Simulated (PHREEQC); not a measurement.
1 kg of water holding 7.8 mmol/kgw NaCl and 12 mmol/kgw MgBr2 is evaporated at 25 °C; the solids stay in contact with the brine. CO2 from the air is kept out. The run lets Bischofite, Brucite, Halite, MgCl2_4H2O precipitate or redissolve, and no other solid.

Computed with PHREEQC (Pitzer model, pitzer.dat).

```tsv
water left (kg)	ionic strength	water activity	Mg in solution (mol/kgw)	Cl in solution (mol/kgw)	Na in solution (mol/kgw)
1	0.0438	0.999	0.0120	0.00780	0.00780
0.8219	0.0533	0.999	0.0146	0.00949	0.00949
0.6755	0.0648	0.999	0.0178	0.0115	0.0115
0.5552	0.0789	0.998	0.0216	0.0140	0.0140
0.4563	0.0960	0.998	0.0263	0.0171	0.0171
0.375	0.117	0.998	0.0320	0.0208	0.0208
0.3082	0.142	0.997	0.0389	0.0253	0.0253
0.2533	0.173	0.997	0.0474	0.0308	0.0308
0.2082	0.210	0.996	0.0576	0.0375	0.0375
0.1711	0.256	0.995	0.0701	0.0456	0.0456
0.1407	0.311	0.994	0.0853	0.0555	0.0555
0.1156	0.379	0.993	0.104	0.0675	0.0675
0.09502	0.461	0.991	0.126	0.0821	0.0821
0.06418	0.682	0.987	0.187	0.122	0.122
0.05275	0.830	0.984	0.227	0.148	0.148
0.04335	1.01	0.980	0.277	0.180	0.180
0.03564	1.23	0.975	0.337	0.219	0.219
0.0293	1.49	0.969	0.410	0.266	0.266
0.02407	1.82	0.961	0.498	0.324	0.324
0.01979	2.21	0.951	0.607	0.394	0.394
0.01627	2.69	0.937	0.737	0.479	0.479
0.01337	3.28	0.919	0.897	0.583	0.583
0.01099	3.98	0.895	1.09	0.710	0.710
0.00903	4.85	0.862	1.33	0.864	0.864
0.007426	5.90	0.818	1.62	1.05	1.05
0.006093	7.19	0.759	1.97	1.28	1.28
```
